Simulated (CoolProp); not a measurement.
Vapour-liquid equilibrium of hexamethyldisiloxane (MM) (1) + toluene (2) at 31.05 °C; x and y are mole fractions of (1).

Computed with CoolProp (multi-fluid Helmholtz-energy mixture model, Thol 2016 and Lemmon 2006; pair parameters Bell 2016).

**Question.** Give the bubble pressure and the first vapour's composition at x = 0.05, 0.35, 0.65. Is there an azeotrope?

**Answer.** x = 0.05: 0.005400 MPa, y = 0.092; x = 0.35: 0.006563 MPa, y = 0.471; x = 0.65: 0.007246 MPa, y = 0.711. No azeotrope shows between x = 0.05 and 0.95.

The pair parameters rest on a limited set of measurements; away from them the model extrapolates.
